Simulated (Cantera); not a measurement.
## Equilibrium for silicon nitride deposition: SiCl₄ + N₂ + H₂

Charge: 1 mol SiCl₄, 98 mol N₂, 0.72 mol H₂, at 0.140 bar.

Method: chemical equilibrium by Gibbs-energy minimisation in Cantera with the NASA 1993 tables (ideal gas, pure condensed phases). Candidate condensed phases: NH₄Cl, Si, Si₃N₄; 28 gas species. N₂ is the only nitrogen source here; it is nearly inert below about 1500 K, so the nitride shown seldom forms there in practice. The tables' values for SiCl₃ are old estimates; treat these amounts as uncertain. The numbers say what is thermodynamically allowed, not how fast it happens.

| T (K) | x N₂ | x HCl | x SiCl₄ | x SiCl₂ | x SiCl₃ | x H₂ | n Si₃N₄(s) |
|---|---|---|---|---|---|---|---|
| 823 | 0.980 | 0.0122 | 0.00696 | 5.71e-11 | 6.66e-8 | 0.00111 | 0.102 |
| 898 | 0.980 | 0.0125 | 0.00688 | 1.81e-9 | 5.07e-7 | 0.000948 | 0.104 |
| 973 | 0.980 | 0.0128 | 0.00682 | 3.33e-8 | 2.82e-6 | 0.000830 | 0.106 |
| 1048 | 0.980 | 0.0129 | 0.00677 | 4.02e-7 | 1.22e-5 | 0.000739 | 0.108 |
| 1123 | 0.979 | 0.0131 | 0.00671 | 3.45e-6 | 4.31e-5 | 0.000669 | 0.108 |
| 1198 | 0.979 | 0.0132 | 0.00661 | 2.24e-5 | 0.000129 | 0.000615 | 0.108 |
| 1273 | 0.979 | 0.0133 | 0.00638 | 0.000115 | 0.000334 | 0.000576 | 0.106 |
| 1348 | 0.979 | 0.0133 | 0.00588 | 0.000476 | 0.000746 | 0.000555 | 0.0964 |
| 1423 | 0.978 | 0.0133 | 0.00483 | 0.00159 | 0.00139 | 0.000565 | 0.0723 |
| 1498 | 0.977 | 0.0131 | 0.00313 | 0.00412 | 0.00201 | 0.000639 | 0.0237 |
x: gas mole fraction; n: condensed amount in mol.

From 823 K to 1498 K the condensed part is Si₃N₄(s). The main Si-bearing gas is SiCl₄ at 823 K and SiCl₂ at 1498 K.
